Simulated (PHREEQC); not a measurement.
1 kg of water holding 45 mmol/kgw NaHCO3 meets 20 L of dry gas (H2 1 by moles) at fixed total pressure, at 25 °C; fugacities by Peng-Robinson. The gases take part in no redox reaction, some water evaporates into the gas, and hydrates or a liquid gas phase aren't modelled. Nothing may precipitate in this run.

Computed with PHREEQC (ion-association model, phreeqc.dat).

| P (atm) | dissolved H2 (mol/kgw) | φ of H2 |
|---|---|---|
| 2 | 0.00154 | 1.000 |
| 5 | 0.00388 | 1.001 |
| 10 | 0.00776 | [?] |
| 20 | 0.0154 | 1.005 |
| 30 | 0.0229 | [?] |
| 40 | 0.0303 | 1.011 |
| 50 | 0.0375 | 1.014 |
| 75 | 0.0551 | 1.022 |
| 100 | 0.0720 | 1.031 |
| 150 | [?] | 1.049 |
| 200 | 0.133 | [?] |
| 300 | 0.185 | [?] |
| 400 | 0.231 | 1.170 |

**Question.** What belongs in the gaps?

**Answer.** 
- 10, φ of H2: 1.003
- 30, φ of H2: 1.008
- 150, dissolved H2 (mol/kgw): 0.104
- 200, φ of H2: 1.070
- 300, φ of H2: 1.116

Complexes and solids missing from the database can't appear.
